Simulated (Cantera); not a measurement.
A closed system holds: 1 mol Si, 2.2 mol Cl2, held at 998 K and 7.60 Pa.

Method: chemical equilibrium by Gibbs-energy minimisation in Cantera with the NASA 1993 tables (ideal gas, pure condensed phases). Candidate condensed phases: Si; 9 gas species. Rates play no part.

Base state: SiCl4 0.826, Cl2 0.157, Cl 0.0171 (mole fractions); condensed: gas only.

Task: What changes in the equilibrium state with this change: 0.55 mol H2 added?

Result: 
```csv
species,before,after
SiCl4,0.826,0.542
HCl,0,0.254
H2,0,0.182
Cl2,0.157,<1e-9
Cl,0.0171,1.37e-7
SiCl3,1.50e-7,0.0123
SiCl2,<1e-9,0.00680
SiHCl3,0,0.00269
```
The tables' values for SiCl3 are old estimates; treat these amounts as uncertain.

Task: What changes in the equilibrium state with this change: 0.0025 mol H2 added?

Result: 
```tsv
species	before	after
SiCl4	0.826	0.825
Cl2	0.157	0.154
Cl	0.0171	0.0170
HCl	0	0.00412
```
